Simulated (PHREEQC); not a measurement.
**Buffer (model solution)**

Consider water at 25 °C with 1.3 mmol/kgw H3BO3 and 140 mmol/kgw K2HPO4. Closed to the air; pH follows from the charge balance.

Equilibrium calculation in PHREEQC: ion-association model, wateq4f.dat.

No solid was allowed to form.

Question: What pH does the model give?

Answer: pH 8.89.

Question: In which forms is P present?

Answer: HPO4-2 89 %, KHPO4- 10 %, H2PO4- 0.6 % of the P.

Complexes and solids missing from the database can't appear. H3PO4, which wateq4f.dat lacks, is added to it with the constant of phreeqc.dat.
